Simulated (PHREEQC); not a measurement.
A solution holds 0.0018 mol/kgw (CH3)4NF, at 20 °C. Closed to the air; pH follows from the charge balance.

The numbers come from PHREEQC with the ion-association model, phreeqc.dat.

No solid was allowed to form.

**Question.** Estimate the pH.

**Answer.** pH 7.34.

(CH3)4N+ isn't in the database: it is added as a free cation with an ion size of 4 Å.
